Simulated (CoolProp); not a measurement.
Vapour-liquid equilibrium of dimethyl ether (1) + R227EA (2) at 1.11 MPa; x and y are mole fractions of (1).

The numbers come from the multi-fluid Helmholtz-energy mixture model, Wu 2011 and Lemmon 2016; pair parameters Bell 2016 in CoolProp.

```json
[
 {"x": "0.05", "bubble temperature, mixture model (K)": "332.3", "bubble temperature, Raoult's law (K)": "330.3", "y, mixture model": "0.029", "y, Raoult's law": "0.061"},
 {"x": "0.125", "bubble temperature, mixture model (K)": "334.4", "bubble temperature, Raoult's law (K)": "329.6", "y, mixture model": "0.087", "y, Raoult's law": "0.150"},
 {"x": "0.2", "bubble temperature, mixture model (K)": "336.1", "bubble temperature, Raoult's law (K)": "328.9", "y, mixture model": "0.163", "y, Raoult's law": "0.236"},
 {"x": "0.275", "bubble temperature, mixture model (K)": "337.1", "bubble temperature, Raoult's law (K)": "328.2", "y, mixture model": "0.254", "y, Raoult's law": "0.320"},
 {"x": "0.35", "bubble temperature, mixture model (K)": "337.4", "bubble temperature, Raoult's law (K)": "327.5", "y, mixture model": "0.354", "y, Raoult's law": "0.400"},
 {"x": "0.425", "bubble temperature, mixture model (K)": "336.9", "bubble temperature, Raoult's law (K)": "326.8", "y, mixture model": "0.458", "y, Raoult's law": "0.479"},
 {"x": "0.5", "bubble temperature, mixture model (K)": "335.8", "bubble temperature, Raoult's law (K)": "326.2", "y, mixture model": "0.561", "y, Raoult's law": "0.554"},
 {"x": "0.575", "bubble temperature, mixture model (K)": "334.1", "bubble temperature, Raoult's law (K)": "325.5", "y, mixture model": "0.656", "y, Raoult's law": "0.627"},
 {"x": "0.65", "bubble temperature, mixture model (K)": "332.1", "bubble temperature, Raoult's law (K)": "324.9", "y, mixture model": "0.742", "y, Raoult's law": "0.698"},
 {"x": "0.725", "bubble temperature, mixture model (K)": "329.9", "bubble temperature, Raoult's law (K)": "324.2", "y, mixture model": "0.817", "y, Raoult's law": "0.767"},
 {"x": "0.8", "bubble temperature, mixture model (K)": "327.7", "bubble temperature, Raoult's law (K)": "323.6", "y, mixture model": "0.879", "y, Raoult's law": "0.833"},
 {"x": "0.875", "bubble temperature, mixture model (K)": "325.4", "bubble temperature, Raoult's law (K)": "323.0", "y, mixture model": "0.931", "y, Raoult's law": "0.897"},
 {"x": "0.95", "bubble temperature, mixture model (K)": "323.3", "bubble temperature, Raoult's law (K)": "322.3", "y, mixture model": "0.975", "y, Raoult's law": "0.960"}
]
```

The largest gap from Raoult's law is +10.1 K in bubble temperature, at x = 0.425. y crosses x between x = 0.275 and 0.35: the model has an azeotrope there.

Pair parameters are fitted to limited data, so mixtures are less certain than the pure fluids.
